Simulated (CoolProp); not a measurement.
Vapour-liquid equilibrium of ethane (1) + C3F8 (R218) (2) at 0.226 MPa; x and y are mole fractions of (1).

Values from CoolProp's multi-fluid Helmholtz-energy mixture model, Bücker 2006 and Lemmon 2006; pair parameters Bell 2016.

| x | bubble temperature, mixture model (K) | bubble temperature, Raoult's law (K) | y, mixture model | y, Raoult's law |
|---|---|---|---|---|
| 0.05 | 242.9 | 248.8 | 0.411 | 0.278 |
| 0.15 | 223.7 | 237.6 | 0.775 | 0.596 |
| 0.25 | 213.6 | 229.4 | 0.879 | 0.758 |
| 0.35 | 208.7 | 222.9 | 0.915 | 0.848 |
| 0.45 | 206.5 | 217.8 | 0.930 | 0.902 |
| 0.55 | 205.3 | 213.6 | 0.937 | 0.937 |
| 0.65 | 204.6 | 210.0 | 0.943 | 0.960 |
| 0.75 | 203.8 | 207.0 | 0.950 | 0.976 |
| 0.85 | 202.8 | 204.3 | 0.962 | 0.988 |
| 0.95 | 201.6 | 202.0 | 0.983 | 0.997 |

The largest gap from Raoult's law is -15.8 K in bubble temperature, at x = 0.25. No azeotrope shows between x = 0.05 and 0.95.

Pair parameters are fitted to limited data, so mixtures are less certain than the pure fluids. With so large a gap from Raoult's law the liquid may split in two, which this calculation doesn't test in full.
